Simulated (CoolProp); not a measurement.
Computed with CoolProp (reference Helmholtz-energy equation of state, Lemmon 2006). It is a short technical equation, of lower accuracy than the large ones.

Task: For C2F6 (R116), give the phase and the density (kg/m³), cv (kJ/(kg K)), speed of sound (m/s), viscosity (µPa s) at 46.05 °C and 1.14 MPa.

Result: 
- 46.05 °C and 1.14 MPa: gas; density 65.8, cv 0.757, speed of sound 132, viscosity 15.5

Viscosity comes from a separate model (Huber 2003), an estimate that may be off by 10 % or more.
